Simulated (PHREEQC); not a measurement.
A solution holds 8.6 mmol/kgw SrCl2, 0.38 mmol/kgw CO2 and 0.14 mmol/kgw H4SiO4, at 25 °C. Closed to the air; pH follows from the charge balance.

The numbers come from PHREEQC with the ion-association model, wateq4f.dat.

No solid was allowed to form.

Problem. Estimate the pH.

Solution. pH 4.87.

Problem. In which forms is C present?

Solution. CO2 96 %, HCO3- 3.7 % of the C.

Examples of supersaturated solids here: Quartz (slow to form). Others may be too. Complexes and solids missing from the database can't appear.
